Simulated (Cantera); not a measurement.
## Ignition delay

Mixture: 2.54 % C₃H₈, 20.5 % O₂, 77.0 % N₂, at 0.898 atm, adiabatic and at constant pressure. Ignition delay is the time to a rise of 400 K.

Model: GRI-Mech 3.0 (53 species, 325 reactions), integrated in Cantera. GRI-Mech 3.0 was tuned for natural gas; its chemistry of propane as a main component is partial and can be far from experiment.

| T0 (K) | delay (ms) |
|---|---|
| 1300 | 0.970 |
| 1350 | 0.449 |
| 1400 | 0.230 |
| 1450 | 0.130 |
| 1500 | 0.0794 |
| 1550 | 0.0524 |
| 1600 | 0.0368 |

| Item | Result |
|---|---|
| apparent activation energy between 1500 and 1600 K | 150 kJ/mol |
